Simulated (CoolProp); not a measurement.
A single-stage vapour-compression cycle with CH2F2 (R32): evaporating at 252.15 K (dew point), condensing at 303.15 K (bubble point), superheat 8 K, subcooling 2 K, compressor efficiency 0.75, no pressure losses. Each further row changes one setting.

Computed with CoolProp (reference Helmholtz-energy equation of state, Tillner-Roth 1997).

| case | cooling COP | pressure ratio | discharge temperature (K) | refrigerating effect (kJ/kg) | volumetric capacity (kJ/m³) |
|---|---|---|---|---|---|
| as stated | 2.85 | 4.93 | 379.2 | 267 | 2740 |
| evaporating temperature 257.15 K | 3.29 | … | 370.3 | 268 | 3300 |
| condensing temperature 298.15 K | 3.25 | … | 368.6 | 276 | 2840 |
| subcooling 7 K | 2.95 | 4.93 | 379.2 | 276 | 2840 |
| superheat 18 K | … | 4.93 | 392.3 | 276 | … |
| compressor efficiency 0.65 | … | 4.93 | 392.1 | 267 | 2740 |

Task: Complete the blanks.

Result: 
- evaporating temperature 257.15 K, pressure ratio: 4.10
- condensing temperature 298.15 K, pressure ratio: 4.33
- superheat 18 K, cooling COP: 2.81
- superheat 18 K, volumetric capacity (kJ/m³): 2700
- compressor efficiency 0.65, cooling COP: 2.47
